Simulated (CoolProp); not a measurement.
Normal hydrogen at 393.91 K and 0.518 MPa flows at 25 m/s in a round tube of 12.7 mm bore and 1.5 µm roughness, fully developed (64/Re and Nu = 3.66 if laminar; Colebrook and Gnielinski if turbulent). Each further row changes one setting.

Model: reference Helmholtz-energy equation of state, Leachman 2009, in CoolProp.

```
case              Reynolds number  Darcy friction factor  pressure drop (Pa/m)  heat-transfer coefficient (W/(m² K))  mass flow (kg/h)
----------------  ---------------  ---------------------  --------------------  ------------------------------------  ----------------
as stated                    9360                 0.0316                   247                                   495              3.63
velocity 50 m/s             18700                 0.0266                   831                                   866              7.25
diameter 25.4 mm            18700                 0.0264                   103                                   431              14.5
```

Viscosity comes from a separate model (Muzny 2013). Thermal conductivity comes from a separate model (Assael 2011).
